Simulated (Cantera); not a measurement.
What does this Cantera script print?

```python
import numpy as np
import cantera as ct

gas_names = [...]  # 45 gases of nasa_gas.yaml made of Al, Cl, H, N, O
cond_names = """
    AL(cr) AL(L) ALCL3(s) ALCL3(L) ALN(s) AL2O3(a) AL2O3(L) H2O(s) H2O(L) NH4CL(a) NH4CL(b)
""".split()


# ... load() reads the species with a 1 bar reference pressure and builds the phases ...
atoms = {
    'AlCl3': {'AL': 1, 'CL': 3},
    'H2O': {'H': 2, 'O': 1},
    'N2': {'N': 2},
}
top_T = {'ALN(s)': 2750}  # K; cautious upper limits of use, not melting points


# ... equilibrate(T, P, feed) seeds the gas with the atoms and calls Mixture.equilibrate('TP', solver="vcs", rtol=1e-11, max_steps=5000) ...
results = []
feed = {'AlCl3': 1, 'H2O': 1.3, 'N2': 8.4}  # mol
T = 1048.15  # K
P = 133.322  # Pa
mix = equilibrate(T, P, feed)
results.append((T, P, feed, dict(zip(mix.species_names, mix.species_moles))))
print(gas.report(threshold=1e-05))
for i in range(1, mix.n_phases):
    print(f"{mix.phase(i).name:16s} {mix.phase_moles(i):12.5e} mol")
```

Output:

```
       temperature   1048.2 K
          pressure   133.32 Pa
           density   0.00047803 kg/m^3
  mean mol. weight   31.247 kg/kmol
   phase of matter   gas

                          1 kg             1 kmol
                     ---------------   ---------------
          enthalpy       -1.6588e+05       -5.1833e+06  J
   internal energy       -4.4478e+05       -1.3898e+07  J
           entropy            9304.8        2.9075e+05  J/K
    Gibbs function       -9.9187e+06       -3.0993e+08  J
 heat capacity c_p            1064.9             33276  J/K
 heat capacity c_v            798.85             24962  J/K

                      mass frac. Y      mole frac. X     chem. pot. / RT
                     ---------------   ---------------   ---------------
             ALCL3          0.051103          0.011976           -120.98
                CL        1.7755e-05         1.565e-05           -25.098
               HCL           0.27246           0.23351           -43.065
                N2           0.67642           0.75449           -31.886
     [  +41 minor]        2.2003e-06        9.4697e-06

AL(L)             0.00000e+00 mol
ALCL3(L)          0.00000e+00 mol
ALN(s)            0.00000e+00 mol
AL2O3(a)          4.33331e-01 mol
```

These are equilibrium values from Cantera (NASA tables, ideal gas, pure condensed phases), not measurements of a reactor.
